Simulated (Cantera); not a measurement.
Adiabatic ignition

An adiabatic, constant-volume homogeneous reactor starts with C3H8 : O2 : N2 : H2O = 1 : 2.27 : 8.55 : 1 (molar parts), at 1775 K and 1100000 Pa.

Model: GRI-Mech 3.0 (53 species, 325 reactions), integrated in Cantera. GRI-Mech 3.0 was tuned for natural gas; its chemistry of propane as a main component is partial and can be far from experiment.

```csv
t (s),T (K),P (bar),x C3H8,x O2,x H2O,x C2H2,x CH2
4.00e-6,2992,23.9,3.29e-11,3.68e-5,0.137,0.00203,7.49e-5
1.13e-5,2971,24.0,<1e-12,4.49e-5,0.130,8.14e-10,4.91e-10
3.17e-5,2971,24.0,<1e-12,4.54e-5,0.130,1.64e-11,3.21e-10
8.94e-5,2972,24.0,<1e-12,4.56e-5,0.130,1.63e-11,3.19e-10
0.000252,2972,24.0,<1e-12,4.57e-5,0.131,1.62e-11,3.19e-10
0.000710,2972,24.0,<1e-12,4.57e-5,0.131,1.62e-11,3.19e-10
0.00200,2972,24.0,<1e-12,4.57e-5,0.131,1.62e-11,3.19e-10
0.00563,2972,24.0,<1e-12,4.57e-5,0.131,1.62e-11,3.19e-10
0.0159,2972,24.0,<1e-12,4.57e-5,0.131,1.62e-11,3.19e-10
0.0447,2972,24.0,<1e-12,4.57e-5,0.131,1.62e-11,3.19e-10
0.126,2972,24.0,<1e-12,4.57e-5,0.131,1.62e-11,3.19e-10
0.355,2972,24.0,<1e-12,4.57e-5,0.131,1.62e-11,3.19e-10
1.00,2972,24.0,<1e-12,4.57e-5,0.131,1.62e-11,3.19e-10
```
x: mole fraction; the columns are a selection and need not sum to one.

| Item | Value |
|---|---|
| time of steepest temperature rise | 2.53 µs |
| temperature at 1.00 s | 2972 K |
| equilibrium temperature | 2972 K |
| x(C3H8) at 1.00 s | <1e-12 (gas-phase equilibrium <1e-12) |
| x(O2) at 1.00 s | 4.57e-5 (gas-phase equilibrium 4.57e-5) |
| x(H2O) at 1.00 s | 0.131 (gas-phase equilibrium 0.131) |
